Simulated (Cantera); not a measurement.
Input (Python, Cantera):

```python
import numpy as np
import cantera as ct

gas = ct.Solution("gri30.yaml")
gas.TPX = 1525, 52000, {'CH4': 0.028, 'O2': 0.0033, 'N2': 1}
inlet = ct.Reservoir(gas, clone=True)

reactor = ct.IdealGasConstPressureReactor(gas, energy="off", clone=False)
exhaust = ct.Reservoir(gas, clone=True)
tau = [0.37, 0.2, 0.11, 0.061, 0.034, 0.018, 0.01, 0.0055, 0.003, 0.0017][0]
for a, b in ((inlet, reactor), (reactor, exhaust)):
    ct.MassFlowController(a, b, mdot=lambda t: reactor.mass / tau)
net = ct.ReactorNet([reactor])
show = ['CH4', 'O2', 'CO2', 'C2H2', 'NO2', 'HCN', 'CH2O']

rows = []
print(f"{'tau/s':>10s}{'T/K':>9s}" + "".join(f"{s:>11s}" for s in show))
for tau in [0.37, 0.2, 0.11, 0.061, 0.034, 0.018, 0.01, 0.0055, 0.003, 0.0017]:
    net.initial_time = 0.0
    net.advance(30 * tau)
    before = gas.X
    net.advance(40 * tau)
    drift = np.max(np.abs(gas.X - before) / (gas.X + 1e-9))
    rows.append([gas.T, *gas[show].X, drift])
    print(f"{tau:10.3e}{gas.T:9.1f}" + "".join(f"{x:11.3e}" for x in gas[show].X))
```

It prints:

```
     tau/s      T/K        CH4         O2        CO2       C2H2        NO2        HCN       CH2O
 3.700e-01   1525.0  1.503e-02  4.769e-04  9.556e-05  4.495e-03  1.228e-13  8.755e-08  1.994e-06
 2.000e-01   1525.0  1.711e-02  7.946e-04  9.446e-05  3.458e-03  2.191e-13  5.320e-08  4.103e-06
 1.100e-01   1525.0  1.925e-02  1.256e-03  8.311e-05  2.429e-03  3.384e-13  2.639e-08  7.916e-06
 6.100e-02   1525.0  2.153e-02  1.871e-03  5.883e-05  1.441e-03  3.993e-13  9.408e-09  1.405e-05
 3.400e-02   1525.0  2.386e-02  2.524e-03  2.948e-05  6.120e-04  2.686e-13  1.974e-09  2.123e-05
 1.800e-02   1525.0  2.582e-02  2.974e-03  8.888e-06  1.320e-04  7.139e-14  1.859e-10  2.426e-05
 1.000e-02   1525.0  2.667e-02  3.126e-03  2.363e-06  2.050e-05  1.242e-14  1.939e-11  1.984e-05
 5.500e-03   1525.0  2.698e-02  3.175e-03  5.705e-07  2.523e-06  2.000e-15  2.918e-12  1.194e-05
 3.000e-03   1525.0  2.708e-02  3.192e-03  1.277e-07  2.747e-07  3.847e-16  6.384e-13  5.447e-06
 1.700e-03   1525.0  2.712e-02  3.197e-03  2.952e-08  3.229e-08  9.296e-17  1.823e-13  2.198e-06
```

Model: GRI-Mech 3.0 (53 species, 325 reactions), integrated in Cantera. GRI-Mech 3.0 stops at C3 and has no aromatics, soot or wall deposition, so with more carbon than oxygen in the feed, carbon stays in small species such as C2H2 where larger ones or solid carbon would form.
